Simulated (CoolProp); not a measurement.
Vapour-liquid equilibrium of dimethyl ether (1) + n-butane (2) at -40.85 °C; x and y are mole fractions of (1).

Model: multi-fluid Helmholtz-energy mixture model, Wu 2011 and Bücker 2006; pair parameters Bell 2016, in CoolProp.

```json
[
 {"x": "0.05", "bubble pressure, mixture model (bar)": "?", "bubble pressure, Raoult's law (bar)": "0.1761", "y, mixture model": "0.221", "y, Raoult's law": "0.135"},
 {"x": "0.125", "bubble pressure, mixture model (bar)": "0.2427", "bubble pressure, Raoult's law (bar)": "0.1997", "y, mixture model": "0.414", "y, Raoult's law": "0.298"},
 {"x": "0.2", "bubble pressure, mixture model (bar)": "0.2816", "bubble pressure, Raoult's law (bar)": "0.2234", "y, mixture model": "0.530", "y, Raoult's law": "0.426"},
 {"x": "0.275", "bubble pressure, mixture model (bar)": "0.3141", "bubble pressure, Raoult's law (bar)": "0.2471", "y, mixture model": "?", "y, Raoult's law": "0.530"},
 {"x": "0.35", "bubble pressure, mixture model (bar)": "0.3415", "bubble pressure, Raoult's law (bar)": "0.2708", "y, mixture model": "0.666", "y, Raoult's law": "0.615"},
 {"x": "0.425", "bubble pressure, mixture model (bar)": "?", "bubble pressure, Raoult's law (bar)": "0.2944", "y, mixture model": "0.712", "y, Raoult's law": "0.687"},
 {"x": "0.5", "bubble pressure, mixture model (bar)": "0.3848", "bubble pressure, Raoult's law (bar)": "0.3181", "y, mixture model": "0.750", "y, Raoult's law": "0.748"},
 {"x": "0.575", "bubble pressure, mixture model (bar)": "0.4024", "bubble pressure, Raoult's law (bar)": "0.3418", "y, mixture model": "0.784", "y, Raoult's law": "0.801"},
 {"x": "0.65", "bubble pressure, mixture model (bar)": "0.4182", "bubble pressure, Raoult's law (bar)": "0.3654", "y, mixture model": "0.816", "y, Raoult's law": "0.846"},
 {"x": "0.725", "bubble pressure, mixture model (bar)": "0.4327", "bubble pressure, Raoult's law (bar)": "0.3891", "y, mixture model": "0.848", "y, Raoult's law": "0.887"},
 {"x": "0.8", "bubble pressure, mixture model (bar)": "0.4461", "bubble pressure, Raoult's law (bar)": "0.4128", "y, mixture model": "0.882", "y, Raoult's law": "0.922"},
 {"x": "0.875", "bubble pressure, mixture model (bar)": "0.4584", "bubble pressure, Raoult's law (bar)": "0.4364", "y, mixture model": "0.920", "y, Raoult's law": "0.954"},
 {"x": "0.95", "bubble pressure, mixture model (bar)": "?", "bubble pressure, Raoult's law (bar)": "0.4601", "y, mixture model": "0.965", "y, Raoult's law": "0.983"}
]
```

Question: Some entries are withheld; supply them.

Answer: 
- 0.05, bubble pressure, mixture model (bar): 0.1962
- 0.275, y, mixture model: 0.608
- 0.425, bubble pressure, mixture model (bar): 0.3647
- 0.95, bubble pressure, mixture model (bar): 0.4695

The largest gap from Raoult's law is +27.1 % in bubble pressure, at x = 0.275. No azeotrope shows between x = 0.05 and 0.95.

Pair parameters are fitted to limited data, so mixtures are less certain than the pure fluids.
